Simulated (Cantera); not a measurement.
# Metals in furnace atmospheres: Fe + H2S + N2

Input: 1 mol Fe, 0.0082 mol H2S, 9.4 mol N2, held at 0.100 bar.

These are equilibrium values from Cantera (NASA tables, ideal gas, pure condensed phases), not measurements of a reactor. Candidate condensed phases: Fe, FeS, FeS2, S; 16 gas species. Metal and sulfide melt together well below either melting point, which pure phases cannot show. Mutual solubility and eutectic melting of coexisting phases are not modelled. FeS: taken at fixed stoichiometry. Equilibrium is a limit: real reactors are often held back by kinetics, nucleation or transport.

| T (°C) | log p N2 | log p Fe | log p H2 | log p S2 | log p S | log p H | n Fe(γ) | n FeS(l) | n Fe(δ) | n Fe(l) |
|---|---|---|---|---|---|---|---|---|---|---|
| 1300 | -1.00 | -6.18 | -4.07 | -4.38 | -6.23 | -6.43 | 1.000 | 4.05e-5 | 0 | 0 |
| 1375 | -1.00 | -5.58 | -4.07 | -4.38 | -5.90 | -6.09 | 1.000 | 0 | 0 | 0 |
| 1450 | -1.00 | -5.04 | -4.07 | -4.39 | -5.61 | -5.78 | 0 | 0 | 0.999 | 0 |
| 1525 | -1.00 | -4.54 | -4.08 | -4.40 | -5.34 | -5.49 | 0 | 0 | 0.997 | 0 |
| 1600 | -1.00 | -4.10 | -4.09 | -4.42 | -5.09 | -5.23 | 0 | 0 | 0 | 0.993 |
| 1675 | -1.00 | -3.70 | -4.10 | -4.46 | -4.88 | -5.00 | 0 | 0 | 0 | 0.981 |
| 1750 | -1.00 | -3.33 | -4.12 | -4.51 | -4.69 | -4.78 | 0 | 0 | 0 | 0.955 |
log p: log10 of the partial pressure in bar; n: condensed amount in mol.

At 1300 °C the condensed part is Fe(γ) + FeS(l). At 1375 °C the condensed part is Fe(γ). From 1450 °C to 1525 °C the condensed part is Fe(δ). From 1600 °C to 1750 °C the condensed part is Fe(l). The main Fe-bearing gas is Fe throughout.
